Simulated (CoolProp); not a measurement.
Vapour-liquid equilibrium of R114 (1) + n-pentane (2) at 1.24 bar; x and y are mole fractions of (1).

Computed with CoolProp (multi-fluid Helmholtz-energy mixture model, Platzer 1990 and Thol 2019; pair parameters Bell 2016). This equation is an older, rougher fit; its heat capacities, sound speeds and derivatives of the liquid may be far off and weren't checked against measurements.

Task: Give the bubble temperature and the first vapour's composition at x = 0.15, 0.55, 0.65. Is there an azeotrope?

Result: x = 0.15: 302.7 K, y = 0.430; x = 0.55: 288.7 K, y = 0.786; x = 0.65: 286.9 K, y = 0.832. No azeotrope shows between x = 0.05 and 0.95.

The pair parameters rest on a limited set of measurements; away from them the model extrapolates.
